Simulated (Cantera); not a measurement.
Input: 1 mol Si₂H₆, 0.15 mol O₃, 2.6 mol H₂, at 1575 K.

Method: chemical equilibrium by Gibbs-energy minimisation in Cantera with the NASA 1993 tables (ideal gas, pure condensed phases). Candidate condensed phases: H₂O, Si, SiO₂; 18 gas species. The feed counts by its element totals alone. Mutual solubility and eutectic melting of coexisting phases are not modelled. The tables hold silica as quartz up to 1696 K and as liquid above; real silica turns to tridymite and cristobalite and melts near 1996 K. Kinetics and transport are ignored.

x: gas mole fraction; n: condensed amount in mol.

| P (Pa) | x H₂ | x SiO | x H | x Si | n Si(s) | n SiO₂(β-quartz) |
|---|---|---|---|---|---|---|
| 5 | 0.919 | 0.0741 | 0.00563 | 0.00115 | 1.54 | 0 |
| 17 | 0.922 | 0.0742 | 0.00306 | 0.000338 | 1.55 | 0 |
| 59 | 0.924 | 0.0743 | 0.00164 | 9.73e-5 | 1.55 | 0 |
| 210 | 0.925 | 0.0743 | [?] | [?] | 1.55 | 0 |
| 710 | 0.925 | 0.0744 | 0.000474 | 8.09e-6 | 1.55 | 0 |
| 2400 | 0.925 | 0.0744 | [?] | [?] | 1.55 | 0 |
| 8400 | 0.977 | 0.0226 | 0.000142 | 6.83e-7 | 1.71 | 0.160 |
| 29000 | 0.993 | 0.00655 | 7.69e-5 | 1.98e-7 | 1.76 | 0.207 |
| 100000 | 0.998 | 0.00190 | 4.15e-5 | 5.74e-8 | 1.77 | 0.220 |

Question: Fill in the missing entries.

Answer: 
- 210, x H: 0.000872
- 210, x Si: 2.73e-5
- 2400, x H: 0.000258
- 2400, x Si: 2.39e-6
